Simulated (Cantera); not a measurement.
**Equilibrium for metals in furnace atmospheres: Fe + H₂O + CO + H₂S**

A closed system holds: 1 mol Fe, 15 mol H₂O, 8.4 mol CO, a varied amount of H₂S, at 925 K and 1.70 mbar.

These are equilibrium values from Cantera (NASA tables, ideal gas, pure condensed phases), not measurements of a reactor. Candidate condensed phases: C, C₆H₆, C₇H₈, C₈H₁₈, Fe, Fe(CO)₅, FeO, Fe(OH)₂, Fe(OH)₃, FeS, FeSO₄, FeS₂, Fe₂O₃, Fe₂(SO₄)₃, Fe₃O₄, H₂O, H₂SO₄, S; 127 gas species. The tables' stoichiometric FeO is somewhat more stable than real wüstite, so its field is too wide. FeO, FeS: taken at fixed stoichiometry. Gases not in the tables: S₃ to S₇. The numbers say what is thermodynamically allowed, not how fast it happens.

| n(H₂S) (mol) | log p H₂O | log p H₂ | log p CO₂ | log p H₂S | log p CO | log p COS | log p S₂ | log p SH | n FeO(s) | n FeS(s) |
|---|---|---|---|---|---|---|---|---|---|---|
| 0.27 | -3.22 | -3.30 | -3.37 | -5.62 | -3.75 | -7.57 | -9.67 | -9.89 | 0.763 | 0.237 |
| 0.41 | -3.22 | -3.30 | -3.37 | -5.62 | -3.76 | -7.57 | -9.66 | -9.88 | 0.624 | 0.376 |
| 0.6 | -3.22 | -3.31 | -3.37 | -5.62 | -3.77 | -7.57 | -9.65 | -9.88 | 0.435 | 0.565 |
| 0.89 | -3.21 | -3.31 | -3.37 | -5.61 | -3.78 | -7.58 | -9.63 | -9.87 | 0.146 | 0.854 |
| 1.3 | -3.21 | -3.31 | -3.38 | -4.69 | -3.79 | -6.66 | -7.78 | -8.95 | 0 | 1.00 |
| 2 | -3.22 | -3.33 | -3.39 | -4.18 | -3.80 | -6.16 | -6.74 | -8.43 | 0 | 1.00 |
| 2.9 | -3.24 | -3.34 | -3.41 | -3.92 | -3.82 | -5.90 | -6.19 | -8.17 | 0 | 1.00 |
| 4.3 | -3.26 | -3.36 | -3.43 | -3.71 | -3.84 | -5.68 | -5.72 | -7.94 | 0 | 1.00 |
log p: log10 of the partial pressure in bar; n: condensed amount in mol.

From 0.27 mol H₂S to 0.89 mol H₂S the condensed part is FeO(s) + FeS(s). From 1.3 mol H₂S to 4.3 mol H₂S the condensed part is FeS(s).
